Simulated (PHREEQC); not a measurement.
## Acid mine or pickling water: speciation

A made-up water analysis in mg/kgw, 25 °C, pH 2.91, pe 8.4: Na 360; K 29.2; Ca 917; Mg 86.3; Cl 804; S(6) as SO4 2290; Zn 8.87; Cu(2) 74.9.

Valence states are taken as typed.

Model: ion-association model, phreeqc.dat, run in PHREEQC.

No solid was allowed to form.

### Question
Estimate the ionic strength.

### Answer
ionic strength 0.0886 mol/kgw.

### Question
In which forms is K present?

### Answer
K+ 96 %, KSO4- 3.7 % of the K.

The solution is supersaturated, for example in Gypsum, so a real one may precipitate; this is no full list. Species that the database lacks are ignored.
